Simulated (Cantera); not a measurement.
Feed: 1 mol B2H6, a varied amount of N2, equilibrated at 2275 K and 0.250 bar.

Method: chemical equilibrium by Gibbs-energy minimisation in Cantera with the NASA 1993 tables (ideal gas, pure condensed phases). Candidate condensed phases: B, BN; 15 gas species. The feed counts by its element totals alone. Mutual solubility and eutectic melting of coexisting phases are not modelled. The tables' values for BH2 are old estimates; treat these amounts as uncertain. Gases not in the tables: B2H6 and higher boranes. Rates play no part.

x: gas mole fraction; n: condensed amount in mol.

| n(N2) (mol) | x H2 | x N2 | x H | x BH2 | x BH3 | x B | n B(s) | n BN(s) |
|---|---|---|---|---|---|---|---|---|
| 0.86 | 0.964 | 0.0173 | 0.0167 | 0.00180 | 3.15e-5 | 2.96e-5 | 0.381 | 1.61 |
| 1.3 | 0.893 | 0.0905 | 0.0160 | 0.000728 | 1.23e-5 | 1.29e-5 | 0 | 2.00 |
| 2 | 0.737 | 0.248 | 0.0146 | 0.000363 | 5.56e-6 | 7.80e-6 | 0 | 2.00 |
| 3.1 | 0.578 | 0.409 | 0.0129 | 0.000222 | 3.01e-6 | 6.08e-6 | 0 | 2.00 |
| 4.7 | 0.439 | 0.549 | 0.0113 | 0.000146 | 1.72e-6 | 5.25e-6 | 0 | 2.00 |
| 7.1 | 0.323 | 0.667 | 0.00965 | 9.71e-5 | 9.86e-7 | 4.76e-6 | 0 | 2.00 |
| 11 | 0.226 | 0.766 | 0.00807 | 6.33e-5 | 5.37e-7 | 4.44e-6 | 0 | 2.00 |
| 17 | ? | 0.839 | ? | 4.13e-5 | ? | 4.25e-6 | 0 | 2.00 |
| 25 | ? | 0.886 | ? | 2.82e-5 | ? | 4.13e-6 | 0 | 2.00 |
| 38 | 0.0725 | 0.923 | 0.00457 | 1.85e-5 | 8.91e-8 | 4.05e-6 | 0 | 2.00 |

Q: Some entries are withheld; supply them.

A: 
- 25, x H2: 0.108
- 25, x H: 0.00558
- 25, x BH3: 1.65e-7
- 17, x H2: 0.154
- 17, x H: 0.00666
- 17, x BH3: 2.89e-7
